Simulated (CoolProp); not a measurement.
C3F8 (R218) along the isotherm 391.4 K: density (kg/m³) from the reference equation and from simpler models built on Tc = 345.0 K, pc = 2640 kPa, ω = 0.317; each cubic takes its own stable root.

Values from CoolProp's reference Helmholtz-energy equation of state, Lemmon 2006. It is a short technical equation, of lower accuracy than the large ones.

| p (kPa) | phase | reference |
|---|---|---|
| 2220 | gas | 160.6 |
| 4440 | supercritical | 457.2 |
| 6670 | supercritical | 786.9 |
| 8890 | supercritical | 934.6 |
| 11100 | supercritical | 1017 |
| 13300 | supercritical | 1074 |
| 15600 | supercritical | 1120 |
| 17800 | supercritical | 1155 |
| 20000 | supercritical | 1186 |

Question: How far does each simpler model (van der Waals, Redlich-Kwong, Soave-Redlich-Kwong, Peng-Robinson) lie from the reference over these 9 states: mean and median of the absolute difference, and the worst?

Answer: 
- van der Waals: mean 14.7 %, median 16.8 %, worst -19.0 % at 391.4 K and 20000 kPa
- Redlich-Kwong: mean 2.0 %, median 0.9 %, worst +8.2 % at 391.4 K and 4440 kPa
- Soave-Redlich-Kwong: mean 5.1 %, median 4.9 %, worst -10.7 % at 391.4 K and 6670 kPa
- Peng-Robinson: mean 4.0 %, median 3.7 %, worst +8.3 % at 391.4 K and 20000 kPa
